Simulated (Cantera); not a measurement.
A closed system holds: 1 mol PbO, 0.34 mol H₂, at 1900 K and 0.0210 bar.

Cantera equilibrium calculation (NASA polynomials, part measured and part estimated; ideal gas, pure solids and liquids). Candidate condensed phases: H₂O, Pb, PbO, PbO₂, Pb₃O₄; 12 gas species. Gases not in the tables: (PbO)n polymers. Equilibrium is a limit: real reactors are often held back by kinetics, nucleation or transport.

Base state: Pb 0.370, PbO 0.325, H₂O 0.234, O₂ 0.0660, OH 0.00368, H₂ 0.000817, O 0.000529, H 0.000157 (mole fractions); condensed: gas only.

Problem. What changes in the equilibrium state with this change: temperature from 1900 K to 1498 K?

Solution. 
```csv
species,before,after
PbO,0.325,0.410
Pb,0.370,0.296
H₂O,0.234,0.292
O₂,0.0660,0.00217
O,0.000529,1.27e-6
H,0.000157,1.06e-6
OH,0.00368,0.000110
H₂,0.000817,7.96e-5
"PbO(l), mol",0,0.178
```
